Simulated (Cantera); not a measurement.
Equilibrium for silicon oxide and oxynitride deposition: SiH2Cl2 + O3 + H2

Charge: 1 mol SiH2Cl2, a varied amount of O3, 24 mol H2, held at 698.15 K and 85.0 Pa.

These are equilibrium values from Cantera (NASA tables, ideal gas, pure condensed phases), not measurements of a reactor. Candidate condensed phases: H2O, Si, SiO2; 30 gas species. Equilibrium is a limit: real reactors are often held back by kinetics, nucleation or transport.

```
n(O3) (mol)  log p H2  log p H2O  log p HCl  log p SiCl4  log p SiHCl3  log p SiCl3  log p SiH2Cl2  n SiO2(α-quartz)
-----------  --------  ---------  ---------  -----------  ------------  -----------  -------------  ----------------
0.53            -3.09     -13.37      -4.41        -5.17         -7.56       -10.20         -11.13             0.795
0.86            -3.12      -4.72      -4.18         <-15          <-15         <-15           <-15              1.00
1.2             -3.14      -4.28      -4.18         <-15          <-15         <-15           <-15              1.00
1.5             -3.15      -4.09      -4.18         <-15          <-15         <-15           <-15              1.00
1.8             -3.17      -3.95      -4.18         <-15          <-15         <-15           <-15              1.00
2.2             -3.20      -3.82      -4.18         <-15          <-15         <-15           <-15              1.00
2.5             -3.22      -3.75      -4.18         <-15          <-15         <-15           <-15              1.00
2.8             -3.24      -3.68      -4.18         <-15          <-15         <-15           <-15              1.00
3.1             -3.26      -3.62      -4.18         <-15          <-15         <-15           <-15              1.00
3.5             -3.30      -3.56      -4.18         <-15          <-15         <-15           <-15              1.00
3.8             -3.32      -3.51      -4.18         <-15          <-15         <-15           <-15              1.00
4.1             -3.35      -3.47      -4.18         <-15          <-15         <-15           <-15              1.00
```
log p: log10 of the partial pressure in bar; n: condensed amount in mol.

From 0.53 mol O3 to 4.1 mol O3 the condensed part is SiO2(α-quartz).
